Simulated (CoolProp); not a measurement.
Aqueous lithium chloride as a coolant, at 12 °C, 1 atm.

Model: Melinder's fits for secondary coolants, in CoolProp.

```json
[
 {"mass %": "4.2", "freezing point (°C)": "-4.1", "conductivity (W/(m K))": "0.574", "density (kg/m³)": "1024", "viscosity (mPa s)": "1.41", "cp (kJ/(kg K))": "3.956"},
 {"mass %": "5.6", "freezing point (°C)": "-5.8", "conductivity (W/(m K))": "0.571", "density (kg/m³)": "1032", "viscosity (mPa s)": "1.47", "cp (kJ/(kg K))": "3.881"},
 {"mass %": "6.9", "freezing point (°C)": "-7.5", "conductivity (W/(m K))": "0.568", "density (kg/m³)": "1040", "viscosity (mPa s)": "1.54", "cp (kJ/(kg K))": "3.813"},
 {"mass %": "8.2", "freezing point (°C)": "-9.4", "conductivity (W/(m K))": "0.565", "density (kg/m³)": "1047", "viscosity (mPa s)": "1.61", "cp (kJ/(kg K))": "3.746"},
 {"mass %": "9.5", "freezing point (°C)": "-11.4", "conductivity (W/(m K))": "0.562", "density (kg/m³)": "1055", "viscosity (mPa s)": "1.68", "cp (kJ/(kg K))": "3.680"},
 {"mass %": "10.9", "freezing point (°C)": "-13.8", "conductivity (W/(m K))": "0.559", "density (kg/m³)": "1063", "viscosity (mPa s)": "1.77", "cp (kJ/(kg K))": "3.610"},
 {"mass %": "12.2", "freezing point (°C)": "-16.5", "conductivity (W/(m K))": "0.557", "density (kg/m³)": "1070", "viscosity (mPa s)": "1.86", "cp (kJ/(kg K))": "3.547"},
 {"mass %": "13.5", "freezing point (°C)": "-19.6", "conductivity (W/(m K))": "0.554", "density (kg/m³)": "1078", "viscosity (mPa s)": "1.95", "cp (kJ/(kg K))": "3.485"},
 {"mass %": "14.8", "freezing point (°C)": "-23.3", "conductivity (W/(m K))": "0.551", "density (kg/m³)": "1086", "viscosity (mPa s)": "2.06", "cp (kJ/(kg K))": "3.425"},
 {"mass %": "16.2", "freezing point (°C)": "-27.9", "conductivity (W/(m K))": "0.549", "density (kg/m³)": "1094", "viscosity (mPa s)": "2.17", "cp (kJ/(kg K))": "3.362"},
 {"mass %": "17.5", "freezing point (°C)": "-32.9", "conductivity (W/(m K))": "0.546", "density (kg/m³)": "1102", "viscosity (mPa s)": "2.29", "cp (kJ/(kg K))": "3.306"}
]
```
